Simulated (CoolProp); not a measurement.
A single-stage vapour-compression cycle with R1336mzz(Z): evaporating at 273.15 K (dew point), condensing at 326.15 K (bubble point), superheat 0 K, subcooling 2 K, compressor efficiency 0.8, no pressure losses. Each further row changes one setting.

Values from CoolProp's reference Helmholtz-energy equation of state, McLinden 2020.

```tsv
case	cooling COP	pressure ratio	discharge temperature (K)	refrigerating effect (kJ/kg)	volumetric capacity (kJ/m³)
as stated	3.22	7.96	326.1	117	213
evaporating temperature 278.15 K	___	6.28	326.1	121	___
condensing temperature 321.15 K	___	6.78	321.2	123	225
subcooling 7 K	3.39	7.96	326.1	123	225
superheat 10 K	___	7.96	332.2	125	___
compressor efficiency 0.7	2.81	7.96	___	117	213
```

Problem. Complete the blanks.

Solution. 
- evaporating temperature 278.15 K, cooling COP: 3.72
- evaporating temperature 278.15 K, volumetric capacity (kJ/m³): 275
- condensing temperature 321.15 K, cooling COP: 3.68
- superheat 10 K, cooling COP: 3.28
- superheat 10 K, volumetric capacity (kJ/m³): 220
- compressor efficiency 0.7, discharge temperature (K): 327.4

The compression ends wet for: as stated; evaporating temperature 278.15 K; condensing temperature 321.15 K; subcooling 7 K.
